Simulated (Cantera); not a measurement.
What does this Cantera script print?

```python
import numpy as np
import cantera as ct

gas_names = [...]  # 116 gases of nasa_gas.yaml made of C, H, Mg, O
cond_names = """
    C(gr) C6H6(L) C7H8(L) C8H18(L),n-octa H2O(s) H2O(L) Mg(cr) Mg(L) MgCO3(s) MgO(s) MgO(L) MgO2H2(s)
""".split()


# ... load() reads the species with a 1 bar reference pressure and builds the phases ...
atoms = {
    'MgO': {'Mg': 1, 'O': 1},
    'CH4': {'C': 1, 'H': 4},
    'H2': {'H': 2},
}
top_T = {'C(gr)': 4500}  # K; cautious upper limits of use, not melting points


# ... equilibrate(T, P, feed) seeds the gas with the atoms and calls Mixture.equilibrate('TP', solver="vcs", rtol=1e-11, max_steps=5000) ...
results = []
feed = {'MgO': 1, 'CH4': 0.65, 'H2': 1.3}  # mol
T = 1575  # K
P = 63000  # Pa
mix = equilibrate(T, P, feed)
results.append((T, P, feed, dict(zip(mix.species_names, mix.species_moles))))
print(gas.report(threshold=1e-06))
for i in range(1, mix.n_phases):
    print(f"{mix.phase(i).name:16s} {mix.phase_moles(i):12.5e} mol")
```

Output:

```
       temperature   1575 K
          pressure   63000 Pa
           density   0.010699 kg/m^3
  mean mol. weight   2.224 kg/kmol
   phase of matter   gas

                          1 kg             1 kmol
                     ---------------   ---------------
          enthalpy        1.7476e+07        3.8867e+07  J
   internal energy        1.1588e+07        2.5772e+07  J
           entropy             83294        1.8524e+05  J/K
    Gibbs function       -1.1371e+08       -2.5289e+08  J
 heat capacity c_p             14698             32687  J/K
 heat capacity c_v             10959             24373  J/K

                      mass frac. Y      mole frac. X     chem. pot. / RT
                     ---------------   ---------------   ---------------
               CH3        8.1358e-06        1.2035e-06           -31.108
               CH4         0.0081142         0.0011249           -40.716
                CO          0.049969         0.0039676           -41.349
    C2H2,acetylene        0.00024476        2.0906e-05           -23.781
              C2H4        2.2939e-05        1.8185e-06           -42.998
                 H        2.3622e-05        5.2117e-05           -9.6086
                H2           0.89819           0.99086           -19.217
               H2O        2.0591e-05         2.542e-06           -58.285
                Mg          0.043008         0.0039354            -14.78
               MgH        0.00039519        3.4721e-05           -24.388
     [ +106 minor]        5.3976e-07         3.067e-08

C(gr)             6.36547e-01 mol
Mg(L)             0.00000e+00 mol
MgO(s)            9.89607e-01 mol
```

Cantera equilibrium calculation (NASA polynomials, part measured and part estimated; ideal gas, pure solids and liquids). The tables' values for MgH are old estimates; treat these amounts as uncertain.
